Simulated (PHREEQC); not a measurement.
A column of 0.1 m (40 cells, dispersivity 0.0035 m, 300 s a shift, diffusion coefficient 3e-10 m²/s) holds 0.0025 eq of the database's cation exchanger X per kg of pore water, first in equilibrium with 0.087 mmol/kgw PbCl2, 58 mmol/kgw SrCl2 and 0.01 mmol/kgw HCl. It is flushed with 0.0074 mol/kgw KCl, 9.9e-05 mol/kgw PbCl2 and 1e-05 mol/kgw HCl, at 40 °C. Values are for the last cell. The system is closed to CO2. No solid was allowed to form.

The series has 31 steps of pore volumes, from 0 to 3.013.

Equilibrium calculation in PHREEQC: ion-association model, phreeqc.dat.

Problem. After how many pore volumes does K at the outlet first reach half of its feed value?

Solution. By 1.0 pore volumes.

Complexes and solids missing from the database can't appear. Away from 25 °C the constants follow the database's enthalpies or fits; those with neither stay at their 25 °C values.
